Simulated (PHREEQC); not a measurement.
A column of 1 m (30 cells, dispersivity 0.08 m, 3600 s a shift, diffusion coefficient 3e-10 m²/s) holds 0.013 eq of the database's cation exchanger X per kg of pore water, first in equilibrium with 0.0009 mol/kgw ZnSO4 and 1e-05 mol/kgw HCl. It is flushed with 25 mmol/kgw KCl, 1.5 mmol/kgw CdCl2 and 0.01 mmol/kgw HCl, at 15 °C. Values are for the last cell. No CO2 enters from the air. Precipitation was switched off in this run.

Model: ion-association model, phreeqc.dat, run in PHREEQC.

**Question.** Predict K in solution (mol/kgw), Cd in solution (mol/kgw), Cl in solution (mol/kgw), S in solution (mol/kgw) at pore volumes = 1.217, 1.917, 2.617.

**Answer.** 
| pore volumes | K in solution (mol/kgw) | Cd in solution (mol/kgw) | Cl in solution (mol/kgw) | S in solution (mol/kgw) |
|---|---|---|---|---|
| 1.217 | 0.0117 | 0.000570 | 0.0212 | 0.000218 |
| 1.917 | 0.0207 | 0.00114 | 0.0272 | 2.58e-5 |
| 2.617 | 0.0234 | 0.00131 | 0.0279 | 2.55e-6 |

Complexes and solids missing from the database can't appear.
